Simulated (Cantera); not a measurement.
An adiabatic, constant-volume homogeneous reactor starts with CH4 : CO : O2 : N2 : H2O = 2.7 : 0.1 : 3.31 : 12.4 : 3 (molar parts), equivalence ratio 1.6, at 1325 K and 9.00 bar.

Detailed kinetics in Cantera: GRI-Mech 3.0 (53 species, 325 reactions).

x: mole fraction; the columns are a selection and need not sum to one.

| t (s) | T (K) | P (bar) | x CH4 | x CO | x O2 | x C2H4 | x H2 | x CH2 | x CO2 |
|---|---|---|---|---|---|---|---|---|---|
| 2.00e-6 | 1325 | 9.00 | 0.126 | 0.00465 | 0.154 | <1e-12 | 4.37e-9 | <1e-12 | 4.88e-9 |
| 8.12e-6 | 1325 | 9.00 | 0.126 | 0.00465 | 0.154 | 2.78e-11 | ___ | <1e-12 | ___ |
| 3.30e-5 | 1325 | 9.00 | 0.126 | 0.00465 | 0.154 | ___ | ___ | <1e-12 | ___ |
| 0.000134 | 1325 | 9.00 | 0.125 | 0.00465 | 0.154 | 4.61e-7 | 7.05e-6 | 8.55e-12 | 2.09e-6 |
| 0.000544 | 1328 | 9.02 | 0.125 | 0.00468 | 0.153 | 8.82e-6 | 7.92e-5 | 2.32e-11 | 1.59e-5 |
| 0.00221 | 2701 | 20.2 | 1.78e-10 | 0.0847 | 7.63e-5 | <1e-12 | 0.0959 | 9.10e-12 | 0.0335 |
| 0.00896 | 2700 | 20.2 | 1.80e-10 | 0.0847 | 7.54e-5 | <1e-12 | 0.0961 | 9.12e-12 | 0.0335 |
| 0.0364 | 2700 | 20.2 | 1.80e-10 | 0.0847 | 7.54e-5 | <1e-12 | 0.0961 | 9.12e-12 | 0.0335 |
| 0.148 | 2700 | 20.2 | 1.80e-10 | 0.0847 | 7.54e-5 | <1e-12 | 0.0961 | 9.12e-12 | 0.0335 |
| 0.600 | 2700 | 20.2 | 1.80e-10 | 0.0847 | 7.54e-5 | <1e-12 | 0.0961 | 9.12e-12 | 0.0335 |

Question: What belongs in the gaps?

Answer: 
- 8.12e-6, x H2: 2.99e-8
- 8.12e-6, x CO2: 3.17e-8
- 3.30e-5, x C2H4: 4.58e-9
- 3.30e-5, x H2: 3.90e-7
- 3.30e-5, x CO2: 2.75e-7
